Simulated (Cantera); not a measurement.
A closed system holds: 1 mol Al(CH3)3, 27 mol NH3, 1.1 mol H2, equilibrated at 1.33 mbar.

Cantera equilibrium calculation (NASA polynomials, part measured and part estimated; ideal gas, pure solids and liquids). Candidate condensed phases: Al, AlN, C, C6H6, C7H8, C8H18; 97 gas species. The feed counts by its element totals alone. Rates play no part.

Over these rows the condensed part is AlN(s) + C(graphite). Partial pressures as log10 of bar:

| T (K) | 1000/T (1/K) | log p Al | log p H2 | log p N2 |
|---|---|---|---|---|
| 1300 | 0.7692 | -11.86 | -2.98 | -3.53 |
| 1375 | 0.7273 | -10.46 | -2.98 | -3.53 |
| 1450 | 0.6897 | -9.21 | -2.98 | -3.53 |
| 1525 | 0.6557 | ? | -2.98 | -3.53 |
| 1600 | 0.6250 | -7.06 | -2.98 | -3.53 |
| 1675 | 0.5970 | -6.13 | -2.99 | -3.53 |

Q: Fit log p(Al) = a + b·(1000/T) to the five rows, give the apparent enthalpy, and predict the row at 1525 K.

A: Means: 1000/T = 0.6816, log p = -8.944. Sxy = -0.671576, Sxx = 0.0201886, so b = -33.27 and a = -8.944 − (-33.27)×0.6816 = 13.73.
Apparent enthalpy: −19.145 × (-33.27) = 637 kJ/mol. With the condensed phases at unit activity, AlN(s) = Al(g) + 1/2 N2(g) links this pressure to the main gases: over the six rows their terms move log p by +0.00 in all, so the slope is close to that reaction's ΔH°. The five rows lie within 0.01 of the line.
Prediction at 1525 K: 13.73 + (-33.27)×0.6557 = -8.09. The computed value is -8.08, 0.01 from the line.
